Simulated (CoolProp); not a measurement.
A simple Rankine cycle with m-xylene: condensing at 321.15 K, boiler at 0.792 MPa, turbine inlet 514.6 K, turbine efficiency 0.9, pump efficiency 0.7, no recuperator. Each further row changes one setting.

Model: reference Helmholtz-energy equation of state, Zhou 2012, in CoolProp.

```
case                             thermal efficiency (%)  net work (kJ/kg)  heat in (kJ/kg)  turbine exit temperature (K)  volume ratio over the turbine
-------------------------------  ----------------------  ----------------  ---------------  ----------------------------  -----------------------------
as stated                                          23.9               163              680                         409.1                            202
turbine inlet 534.6 K                              23.7               171              723                         429.8                            198
condensing temperature 313.15 K                    25.0               174              694                         402.1                            296
boiler pressure 0.554 MPa                          22.7               156              689                         418.6                            135
turbine efficiency 0.8                             21.2               144              680                         420.2                            207
```
